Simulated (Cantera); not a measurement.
Charge: 1 mol Si3N4, 0.73 mol O2, 45 mol H2, 2.2 mol CO2, equilibrated at 90.0 Torr.

Method: chemical equilibrium by Gibbs-energy minimisation in Cantera with the NASA 1993 tables (ideal gas, pure condensed phases). Candidate condensed phases: C, C6H6, C7H8, C8H18, H2O, Si, SiC, SiO2, Si2N2O, Si3N4; 151 gas species. Mutual solubility and eutectic melting of coexisting phases are not modelled. The tables hold silica as quartz up to 1696 K and as liquid above; real silica turns to tridymite and cristobalite and melts near 1996 K. Equilibrium is a limit: real reactors are often held back by kinetics, nucleation or transport.

x: gas mole fraction; n: condensed amount in mol.

| T (°C) | x H2 | x SiO | x CO | x N2 | x H2O | n C(graphite) | n SiO2(β-quartz) | n Si2N2O(s) | n SiO2(condensed) |
|---|---|---|---|---|---|---|---|---|---|
| 852 | 0.951 | 1.51e-10 | 0.00569 | 0.0397 | 4.18e-5 | 1.79 | 2.73 | 0.136 | 0 |
| 952 | 0.941 | (withheld) | (withheld) | (withheld) | (withheld) | (withheld) | (withheld) | (withheld) | 0 |
| 1052 | 0.929 | (withheld) | 0.0451 | 0.0253 | (withheld) | 0 | 1.45 | 0.775 | 0 |
| 1152 | 0.929 | 1.54e-5 | 0.0454 | 0.0252 | 8.75e-5 | 0 | 1.44 | 0.780 | 0 |
| 1252 | 0.929 | 0.000248 | 0.0454 | 0.0252 | 0.000109 | 0 | 1.43 | 0.777 | 0 |
| 1352 | 0.926 | 0.00278 | 0.0452 | 0.0260 | 0.000133 | 0 | 1.39 | 0.737 | 0 |
| 1452 | 0.902 | 0.0219 | 0.0441 | 0.0317 | 0.000163 | 0 | 0 | 0.418 | 1.07 |
| 1552 | 0.871 | 0.0459 | 0.0426 | 0.0388 | 0.000561 | 0 | 0 | 0 | 0.631 |
| 1652 | 0.865 | 0.0484 | 0.0425 | 0.0386 | 0.00317 | 0 | 0 | 0 | 0.494 |

Question: Fill in the missing entries.

Answer: 
- 952, x SiO: 1.35e-8
- 952, x CO: 0.0249
- 952, x N2: 0.0326
- 952, x H2O: 5.54e-5
- 952, n C(graphite): 0.943
- 952, n SiO2(β-quartz): 2.11
- 952, n Si2N2O(s): 0.444
- 1052, x SiO: 6.22e-7
- 1052, x H2O: 6.79e-5
